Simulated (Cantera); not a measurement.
A freely propagating, adiabatic, planar premixed flame of 6.49 % CH4, 2.59 % H2, 17.2 % O2, 64.7 % N2, 9.08 % CO2, unburnt at 700 K and 1.00 bar; mixture-averaged transport, grid criteria slope 0.08 and curve 0.16, no radiation.

Detailed kinetics in Cantera: GRI-Mech 3.0 (53 species, 325 reactions). Burning velocities carry a grid error of a few per cent, more on coarse grids.

Predict: laminar burning velocity; thermal thickness; peak x(C2H6); peak x(H); peak x(H2O2).


| Item | Result |
|---|---|
| laminar burning velocity | 118 cm/s |
| thermal thickness | 0.409 mm |
| peak x(C2H6) | 0.000587 |
| peak x(H) | 0.00453 |
| peak x(H2O2) | 1.58e-5 |
